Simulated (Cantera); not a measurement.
A perfectly stirred reactor is fed with C3H8 : H2 = 1 : 16 (molar parts), at 0.987 atm; it is held at 1625 K, and followed from long to short residence time.

Model: GRI-Mech 3.0 (53 species, 325 reactions), integrated in Cantera. GRI-Mech 3.0 was tuned for natural gas; its chemistry of propane as a main component is partial and can be far from experiment. GRI-Mech 3.0 stops at C3 and has no aromatics, soot or wall deposition, so with more carbon than oxygen in the feed, carbon stays in small species such as C2H2 where larger ones or solid carbon would form.

Question: Predict: x(C3H8) at τ = 20.0 s; x(H2) at τ = 20.0 s; x(CH3) at τ = 20.0 s; x(C2H4) at τ = 20.0 s; x(H) at τ = 20.0 s; x(C3H8) at τ = 65.0 ms; x(H2) at τ = 65.0 ms; x(CH3) at τ = 65.0 ms; x(C2H4) at τ = 65.0 ms; x(H) at τ = 65.0 ms.

Answer: 
```json
{
  "x(C3H8) at τ = 20.0 s": "1.06e-7",
  "x(H2) at τ = 20.0 s": "0.897",
  "x(CH3) at τ = 20.0 s": "7.19e-5",
  "x(C2H4) at τ = 20.0 s": "0.00409",
  "x(H) at τ = 20.0 s": "6.75e-5",
  "x(C3H8) at τ = 65.0 ms": "2.50e-5",
  "x(H2) at τ = 65.0 ms": "0.894",
  "x(CH3) at τ = 65.0 ms": "0.000121",
  "x(C2H4) at τ = 65.0 ms": "0.00469",
  "x(H) at τ = 65.0 ms": "0.000101"
}
```
